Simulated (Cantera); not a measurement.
## FeS + H₂S + H₂O (roasting and sulfation)

Feed: 1 mol FeS, 0.2 mol H₂S, a varied amount of H₂O, equilibrated at 1323 K and 6.60 bar.

Method: chemical equilibrium by Gibbs-energy minimisation in Cantera with the NASA 1993 tables (ideal gas, pure condensed phases). Candidate condensed phases: Fe, FeO, Fe(OH)₂, Fe(OH)₃, FeS, FeSO₄, FeS₂, Fe₂O₃, Fe₂(SO₄)₃, Fe₃O₄, H₂O, H₂SO₄, S; 22 gas species. FeS: taken at fixed stoichiometry. Rates play no part.

| n(H₂O) (mol) | x H₂O | x H₂S | x H₂ | x S₂ | n FeS(s) |
|---|---|---|---|---|---|
| 0.38 | 0.628 | 0.274 | 0.0661 | 0.0282 | 1.00 |
| 0.81 | 0.773 | 0.155 | 0.0499 | 0.0159 | 1.00 |
| 1.2 | 0.827 | 0.111 | 0.0435 | 0.0107 | 1.00 |
| 1.7 | 0.865 | 0.0809 | 0.0388 | 0.00715 | 1.000 |
| 2.1 | 0.884 | 0.0661 | 0.0363 | 0.00545 | 1.000 |
| 2.5 | 0.897 | 0.0557 | 0.0344 | 0.00431 | 1.000 |
| 2.9 | 0.907 | 0.0479 | 0.0329 | 0.00349 | 1.000 |
| 3.3 | 0.915 | 0.0419 | 0.0316 | 0.00289 | 1.000 |
x: gas mole fraction; n: condensed amount in mol.

From 0.38 mol H₂O to 3.3 mol H₂O the condensed part is FeS(s). The main Fe-bearing gas is Fe(OH)₂ throughout.
